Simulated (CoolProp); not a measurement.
The numbers come from the reference Helmholtz-energy equation of state, Akasaka 2023 in CoolProp.

**Question.** For R1336mzz(E), give the phase and the speed of sound (m/s), Joule-Thomson coefficient (K/MPa), expansivity (1/kK) at 339.8 K and 3670 kPa.

**Answer.** 
- 339.8 K and 3670 kPa: liquid; speed of sound 418, Joule-Thomson coefficient 0.0200, expansivity 3.03
